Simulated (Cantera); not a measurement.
# Premixed flame

A freely propagating, adiabatic, planar premixed flame of 9.51 % CH4, 19.0 % O2, 71.5 % N2, unburnt at 348 K and 90.0 Torr; mixture-averaged transport, grid criteria slope 0.08 and curve 0.16, no radiation.

Detailed kinetics in Cantera: GRI-Mech 3.0 (53 species, 325 reactions). Burning velocities carry a grid error of a few per cent, more on coarse grids.

| z (mm) | T (K) | u (m/s) | x CH4 | x O2 | x HCO | x OH | x H2O | x H |
|---|---|---|---|---|---|---|---|---|
| -7.55 | 348 | 0.775 | 0.0950 | 0.190 | <1e-8 | <1e-8 | 8.50e-7 | <1e-8 |
| -5.03 | 348 | 0.776 | 0.0949 | 0.190 | <1e-8 | <1e-8 | 2.08e-5 | <1e-8 |
| -3.77 | 350 | 0.781 | 0.0946 | 0.189 | <1e-8 | 4.89e-8 | 0.000202 | <1e-8 |
| -2.52 | 383 | 0.860 | 0.0924 | 0.187 | <1e-8 | 5.73e-6 | 0.00358 | 2.66e-6 |
| -1.26 | 778 | 1.78 | 0.0693 | 0.159 | 4.21e-7 | 6.46e-5 | 0.0422 | 0.000503 |
| -0.629 | 1209 | 2.80 | 0.0389 | 0.118 | 1.69e-5 | 0.000448 | 0.0856 | 0.00185 |
| 0 | 1604 | 3.75 | 0.0100 | 0.0693 | 7.73e-5 | 0.00252 | 0.129 | 0.00545 |
| 0.629 | 1760 | 4.13 | 0.000939 | 0.0404 | 2.77e-5 | 0.00611 | 0.150 | 0.0101 |
| 1.26 | 1792 | 4.19 | 4.62e-5 | 0.0297 | 1.96e-6 | 0.00804 | 0.155 | 0.0129 |
| 2.52 | 1814 | 4.22 | 1.12e-7 | 0.0243 | 2.22e-8 | 0.00888 | 0.154 | 0.0146 |
| 5.03 | 1840 | 4.27 | <1e-8 | 0.0222 | 1.36e-8 | 0.00908 | 0.154 | 0.0143 |
| 10.1 | 1874 | 4.33 | <1e-8 | 0.0210 | 1.12e-8 | 0.00911 | 0.155 | 0.0127 |
| 20.1 | 1925 | 4.43 | <1e-8 | 0.0195 | <1e-8 | 0.00896 | 0.159 | 0.0102 |
x: mole fraction of selected species; z is measured from the peak of heat release.

laminar burning velocity: 77.5 cm/s
thermal thickness: 2.52 mm
peak x(HCO): 7.77e-5
peak x(OH): 0.00911
peak x(H): 0.0147
grid points: 170
